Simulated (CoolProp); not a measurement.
Vapour pressure (bar) of R113: the reference equation beside estimates from Tc = 214.1 °C, pc = 33.92 bar, ω = 0.253. Clausius-Clapeyron is anchored at 114.15 °C with a constant enthalpy of vaporisation of 22.36 kJ/mol.

Values from CoolProp's reference Helmholtz-energy equation of state, Marx 1992.

| T (°C) | reference | Clausius-Clapeyron | van der Waals | Soave-Redlich-Kwong | Peng-Robinson |
|---|---|---|---|---|---|
| 64.45 | 1.716 | 2.162 | 6.455 | 1.714 | 1.710 |
| 72.75 | 2.176 | 2.618 | 7.305 | 2.176 | 2.166 |
| 81.05 | 2.724 | 3.141 | 8.225 | 2.730 | 2.710 |
| 89.35 | 3.372 | 3.737 | 9.217 | 3.384 | 3.354 |
| 97.65 | 4.130 | 4.412 | 10.28 | 4.151 | 4.108 |
| 105.85 | 4.998 | 5.161 | 11.41 | 5.032 | 4.973 |
| 114.15 | 6.009 | 6.009 | 12.63 | 6.058 | 5.983 |
| 122.45 | 7.164 | 6.951 | 13.92 | 7.233 | 7.139 |
| 130.75 | 8.477 | 7.993 | 15.30 | 8.569 | 8.457 |
| 139.05 | 9.960 | 9.139 | 16.76 | 10.08 | 9.948 |
| 147.35 | 11.63 | 10.40 | 18.31 | 11.78 | 11.63 |
| 155.65 | 13.49 | 11.76 | 19.94 | 13.68 | 13.51 |
| 163.95 | 15.57 | 13.25 | 21.65 | 15.79 | 15.61 |
| 172.25 | 17.88 | 14.86 | 23.46 | 18.13 | 17.95 |

Absolute difference from the reference over all 14 rows, mean and median: Clausius-Clapeyron 11.0 and 10.7 %, van der Waals 120.9 and 102.2 %, Soave-Redlich-Kwong 0.8 and 0.9 %, Peng-Robinson 0.3 and 0.4 %.
